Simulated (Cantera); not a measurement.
An adiabatic, constant-pressure homogeneous reactor starts with CO : H₂ : O₂ : N₂ = 1 : 0.1 : 0.873 : 3.28 (molar parts), at 1298 K and 12000 Torr. Integrator tolerance rtol = 1e-08.

Cantera simulation using GRI-Mech 3.0 (53 species, 325 reactions); the numbers are that mechanism's predictions, not measurements. The hydrogen kinetics of GRI-Mech 3.0 are dated; newer H2 mechanisms differ, most at raised pressure. The pressure lies above the range GRI-Mech 3.0 was tuned for (to about 10 atm).

### Question
What does this change do: N2 3.28 to 5.4 parts?

### Answer
| quantity | before | after |
|---|---|---|
| time of steepest temperature rise | 21.8 µs | 37.4 µs |
| temperature at 0.200 s | 2685 K | 2386 K |
| equilibrium temperature | 2685 K | 2386 K |
| x(CO) at 0.200 s | 0.0173 (gas-phase equilibrium 0.0173) | 0.00334 (gas-phase equilibrium 0.00334) |
| x(H₂) at 0.200 s | 0.000250 (gas-phase equilibrium 0.000250) | 5.55e-5 (gas-phase equilibrium 5.55e-5) |
| x(O₂) at 0.200 s | 0.0664 (gas-phase equilibrium 0.0664) | 0.0441 (gas-phase equilibrium 0.0441) |
| x(CO₂) at 0.200 s | 0.193 (gas-phase equilibrium 0.193) | 0.143 (gas-phase equilibrium 0.143) |
| x(N₂O) at 0.200 s | 3.39e-6 (gas-phase equilibrium 3.39e-6) | 1.90e-6 (gas-phase equilibrium 1.90e-6) |
